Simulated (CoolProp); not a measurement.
Saturation properties of benzene.

Model: reference Helmholtz-energy equation of state, Thol 2012, in CoolProp.

```csv
T (°C),p (kPa),vapour density (kg/m³),surface tension (mN/m),liquid conductivity (mW/(m K))
139.75,470.0,11.88,13.9,106
145.05,525.8,13.24,13.3,104
150.35,586.6,14.73,12.7,103
155.65,652.3,16.34,12.0,101
161.05,724.9,18.13,11.4,99.8
166.35,801.7,20.03,10.9,98.2
171.65,884.4,22.10,10.3,96.7
176.95,973.2,24.34,9.69,95.2
182.25,1068,26.77,9.12,93.6
187.55,1170,29.40,8.56,92.1
192.95,1281,32.31,7.99,90.5
```

It boils at 80.1 °C under 1 atm.

Thermal conductivity comes from a separate model (Assael 2012). Surface tension comes from a separate correlation (Mulero 2012).
